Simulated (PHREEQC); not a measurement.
0.1 mol of Bromyrite (AgBr) is brought to equilibrium with 1 kg of water holding 0.012 mol HCl, at 27 °C under several pressures of CO2. Oxygen is held at 0.21 atm. Solids allowed: Bromyrite, Cerargyrite, Ag2O, Ag2CO3. Others were left out.

Computed with PHREEQC (ion-association model, wateq4f.dat).

Question: Predict CO2 (mol/kgw) at log pCO2 (atm) = -5, -4, -2.5, -2, 0.

Answer: 
```csv
log pCO2 (atm),CO2 (mol/kgw)
-5,3.22e-7
-4,3.22e-6
-2.5,0.000102
-2,0.000322
0,0.0322
```

Complexes and solids missing from the database can't appear.
